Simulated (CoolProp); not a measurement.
CH3F (R41) at 298.15 K and 2.43 MPa is throttled through a valve to 0.0793 MPa with no heat exchange. Each further row changes one setting.

The numbers come from the reference Helmholtz-energy equation of state, Lemmon 2006 in CoolProp. It is a short technical equation, of lower accuracy than the large ones.

| case | temperature change (K) | final density (kg/m³) |
|---|---|---|
| as stated | -52.8 | 1.34 |
| outlet pressure 0.0238 MPa | -54.7 | 0.402 |
| outlet pressure 0.103 MPa | -52.1 | 1.74 |
